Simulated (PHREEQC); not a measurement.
Solution (55 °C): 100 mmol/kgw Ni(NO3)2, 2.1 mmol/kgw Na2SO4 and 0.31 mmol/kgw NiCl2. Closed to the air; pH follows from the charge balance.

Model: ion-association model, wateq4f.dat, run in PHREEQC.

Precipitation was switched off in this run.

Q: Order these S species by the share of S that they hold, largest first: SO4-2, NaSO4-, NiSO4.

A: NiSO4 (59 %), SO4-2 (41 %), NaSO4- (0.24 %)

The pH is 5.30 and the ionic strength 0.302 mol/kgw. At this temperature some constants are extrapolated from 25 °C, and those without enthalpy data are left unchanged.
